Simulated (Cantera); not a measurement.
Charge: 1 mol c-C4F8, a varied amount of Si, 0.014 mol CH4, equilibrated at 2998 K and 0.100 bar.

These are equilibrium values from Cantera (NASA tables, ideal gas, pure condensed phases), not measurements of a reactor. Candidate condensed phases: C, C6H6, C7H8, C8H18, Si, SiC; 113 gas species. The feed counts by its element totals alone. The tables' values for SiF3, SiF2 are old estimates; treat these amounts as uncertain. Gases not in the tables: C2F6 and larger saturated fluorocarbons. Equilibrium is a limit: real reactors are often held back by kinetics, nucleation or transport.

Problem. At 0.16 mol Si, list the 5 most abundant gas species with their mole fractions, and the condensed phases.

Solution. F 0.636, CF2 0.247, CF 0.0733, SiF4 0.0243, HF 0.00928. Condensed: C(graphite).
